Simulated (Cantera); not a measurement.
Feed: 1 mol Pb, 0.059 mol CO, a varied amount of N₂, at 1023.15 K and 101000 Pa.

Cantera equilibrium calculation (NASA polynomials, part measured and part estimated; ideal gas, pure solids and liquids). Candidate condensed phases: C, Pb, PbO, PbO₂, Pb₃O₄; 27 gas species. The numbers say what is thermodynamically allowed, not how fast it happens.

Task: At 0.53 mol N₂, list the 4 most abundant gas species with their mole fractions, and the condensed phases.

Result: N₂ 0.903, CO 0.0941, CO₂ 0.00320, Pb 2.64e-5. Condensed: C(graphite) + Pb(l).
